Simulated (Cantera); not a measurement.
Input: 1 mol FeS₂, 0.21 mol O₂, 0.58 mol H₂O, held at 9.80 bar.

These are equilibrium values from Cantera (NASA tables, ideal gas, pure condensed phases), not measurements of a reactor. Candidate condensed phases: Fe, FeO, Fe(OH)₂, Fe(OH)₃, FeS, FeSO₄, FeS₂, Fe₂O₃, Fe₂(SO₄)₃, Fe₃O₄, H₂O, H₂SO₄, S; 22 gas species. FeS: taken at fixed stoichiometry. The numbers say what is thermodynamically allowed, not how fast it happens. All values below are at 1725 K.

Base state: H₂O 0.389, S₂ 0.261, SO₂ 0.222, H₂S 0.0722, H₂ 0.0321, S₂O 0.0146, SO 0.00581, SH 0.00322 (mole fractions); condensed: FeS(l).

Q: What changes in the equilibrium state with this change: pressure from 9.80 bar to 1.00 bar?

A: 
| species | before | after |
|---|---|---|
| H₂O | 0.389 | 0.385 |
| S₂ | 0.261 | 0.274 |
| SO₂ | 0.222 | 0.218 |
| H₂S | 0.0722 | 0.0423 |
| H₂ | 0.0321 | 0.0574 |
| SO | 0.00581 | 0.0103 |
| S₂O | 0.0146 | 0.00847 |
| Fe(OH)₂ | 8.66e-6 | 1.45e-5 |
| H | 1.06e-5 | 4.45e-5 |
| S | 6.44e-5 | 0.000207 |
| OH | 7.10e-6 | 1.64e-5 |
| SH | 0.00322 | 0.00441 |
| FeS(l), mol | 1.000 | 1.000 |
